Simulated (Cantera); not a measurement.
A closed system holds: 1 mol SF6, 9.1 mol H2O, 0.16 mol O2, at 160 bar.

Equilibrium computed with Cantera from the NASA thermochemical tables; the gas is ideal and each condensed phase is pure. Candidate condensed phases: H2O, H2SO4, S; 43 gas species. The ideal-gas law is rough above about 30 bar. Kinetics and transport are ignored.

x: gas mole fraction; nothing condenses.

```
T (°C)  x H2O   x HF   x SO2    x O2      x OH      x H2
------  -----  -----  ------  ------  --------  --------
1577    0.444  0.436  0.0710  0.0471  0.000377   1.37e-5
1652    0.443  0.436  0.0714  0.0472  0.000570   2.58e-5
1727    0.443  0.436  0.0716  0.0472  0.000834   4.65e-5
1802    0.443  0.436  0.0718  0.0473   0.00119   8.02e-5
1877    0.442  0.436  0.0719  0.0472   0.00165  0.000133
1952    0.442  0.436  0.0720  0.0472   0.00224  0.000214
2027    0.441  0.435  0.0721  0.0471   0.00298  0.000334
2102    0.440  0.435  0.0721  0.0469         ?         ?
2177    0.439  0.435  0.0721  0.0468   0.00499  0.000746
2252    0.438  0.435  0.0720  0.0466         ?         ?
2327    0.437  0.434  0.0719  0.0464   0.00786   0.00152
2402    0.435  0.434  0.0717  0.0462   0.00967   0.00210
2477    0.432  0.433  0.0715  0.0460    0.0118   0.00285
2552    0.429  0.433  0.0712  0.0458    0.0141   0.00380
```

Task: Some entries are withheld; supply them.

Result: 
- 2252, x OH: 0.00631
- 2252, x H2: 0.00108
- 2102, x OH: 0.00389
- 2102, x H2: 0.000505
